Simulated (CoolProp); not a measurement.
A single-stage vapour-compression cycle with nitrous oxide: evaporating at 248.15 K (dew point), condensing at 278.15 K (bubble point), superheat 2 K, subcooling 0 K, compressor efficiency 0.65, no pressure losses. Each further row changes one setting.

Model: reference Helmholtz-energy equation of state, Lemmon 2006, in CoolProp. It is a short technical equation, of lower accuracy than the large ones.

```json
[
 {"case": "as stated", "cooling COP": "4.15", "pressure ratio": "2.29", "discharge temperature (K)": "321.7", "refrigerating effect (kJ/kg)": "226", "volumetric capacity (kJ/m³)": "8880"},
 {"case": "evaporating temperature 253.15 K", "cooling COP": "5.19", "pressure ratio": "1.97", "discharge temperature (K)": "313.2", "refrigerating effect (kJ/kg)": "226", "volumetric capacity (kJ/m³)": "10400"},
 {"case": "condensing temperature 273.15 K", "cooling COP": "5.20", "pressure ratio": "2.02", "discharge temperature (K)": "310.0", "refrigerating effect (kJ/kg)": "237", "volumetric capacity (kJ/m³)": "9330"},
 {"case": "subcooling 5 K", "cooling COP": "4.36", "pressure ratio": "2.29", "discharge temperature (K)": "321.7", "refrigerating effect (kJ/kg)": "237", "volumetric capacity (kJ/m³)": "9340"},
 {"case": "superheat 12 K", "cooling COP": "4.06", "pressure ratio": "2.29", "discharge temperature (K)": "335.1", "refrigerating effect (kJ/kg)": "237", "volumetric capacity (kJ/m³)": "8720"},
 {"case": "compressor efficiency 0.55", "cooling COP": "3.51", "pressure ratio": "2.29", "discharge temperature (K)": "330.1", "refrigerating effect (kJ/kg)": "226", "volumetric capacity (kJ/m³)": "8880"}
]
```
